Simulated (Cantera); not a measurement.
Thermodynamics of silicon oxide and oxynitride deposition, feed SiCl₄ + O₃

A closed system holds: 1 mol SiCl₄, 1.4 mol O₃, equilibrated at 1550 K and 0.133 bar.

Equilibrium computed with Cantera from the NASA thermochemical tables; the gas is ideal and each condensed phase is pure. Candidate condensed phases: Si, SiO₂; 15 gas species. The tables hold silica as quartz up to 1696 K and as liquid above; real silica turns to tridymite and cristobalite and melts near 1996 K. Rates play no part.

```json
{
 "x(Cl₂)": "0.514",
 "x(O₂)": "0.326",
 "x(Cl)": "0.159",
 "x(ClO)": "0.000766",
 "x(O)": "1.22e-5",
 "x(SiCl₄)": "1.08e-6",
 "n(SiO₂(β-quartz))": "1.000 mol",
 "gas_amount": "3.368 mol",
 "log10 activity of Si(s) (absent)": "-20.03"
}
```
